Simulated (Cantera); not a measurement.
Cantera run:

```python
import numpy as np
import cantera as ct

gas_names = """
    CL CL2 H HCL H2 N NH NH2 NH3 N2 N2H2 N2H4 Si SiCL SiCL2 SiCL3 SiCL4 SiH SiHCL3 SiH2 SiH2CL2 SiH3
    SiH3CL SiH4 SiN Si2 Si2N Si3
""".split()
cond_names = """
    NH4CL(a) NH4CL(b) Si(cr) Si(L) Si3N4(a)
""".split()


# ... load() reads the species with a 1 bar reference pressure and builds the phases ...
atoms = {
    'SiH2Cl2': {'Si': 1, 'H': 2, 'CL': 2},
    'N2': {'N': 2},
    'H2': {'H': 2},
}
top_T = {'Si3N4(a)': 2400}  # K; cautious upper limits of use, not melting points


# ... equilibrate(T, P, feed) seeds the gas with the atoms and calls Mixture.equilibrate('TP', solver="vcs", rtol=1e-11, max_steps=5000) ...
results = []
feed = {'SiH2Cl2': 1, 'N2': 11, 'H2': 25}  # mol
T = 1498  # K
for P in [5, 17, 59, 210, 710, 2400, 8400, 29000, 100000]:
    mix = equilibrate(T, P, feed)
    results.append((T, P, feed, dict(zip(mix.species_names, mix.species_moles))))

top = {s: max(r[3][s] / sum(r[3][g] for g in gas_names) for r in results) for s in gas_names}
cols = sorted((s for s in top if top[s] > 1e-05), key=lambda s: -top[s])[:6]
seen = [c for c in cond_names if any(r[3].get(c, 0) > 1e-12 for r in results)]
print("log10 of partial pressures in bar; condensed amounts in mol")
print(f"{'P/Pa':>10s}" + "".join(f"{s[:9]:>10s}" for s in cols + seen))
for T, P, feed, n in results:
    ng = sum(n[g] for g in gas_names)
    print(f"{P:10.4g}" + "".join(f"{np.log10(max(n[s] / ng * P / 1e5, 1e-99)):10.3f}" for s in cols)
          + "".join(f"{n.get(c, 0):10.4g}" for c in seen))
```

It prints:

```
log10 of partial pressures in bar; condensed amounts in mol
      P/Pa        H2        N2       HCL     SiCL2         H        Si    Si(cr)  Si3N4(a)
         5    -4.479    -4.840    -5.718    -6.451    -7.005    -7.998    0.7207         0
        17    -3.942    -4.322    -5.178    -5.921    -6.736    -8.011         0    0.2437
        59    -3.402    -3.784    -4.575    -5.614    -6.466    -8.370         0    0.2815
       210    -2.851    -3.234    -3.986    -5.353    -6.191    -8.737         0    0.3067
       710    -2.323    -2.706    -3.438    -5.137    -5.926    -9.089         0    0.3203
      2400    -1.794    -2.177    -2.899    -4.941    -5.662    -9.441         0    0.3272
      8400    -1.250    -1.633    -2.351    -4.751    -5.390    -9.804         0    0.3305
   2.9e+04    -0.712    -1.095    -1.811    -4.567    -5.121   -10.162         0     0.332
     1e+05    -0.174    -0.558    -1.272    -4.386    -4.852   -10.521         0    0.3326
```

Cantera equilibrium calculation (NASA polynomials, part measured and part estimated; ideal gas, pure solids and liquids). N2 is the only nitrogen source here; it is nearly inert below about 1500 K, so the nitride shown seldom forms there in practice. The tables' values for SiCl, SiCl3 are old estimates; treat these amounts as uncertain.
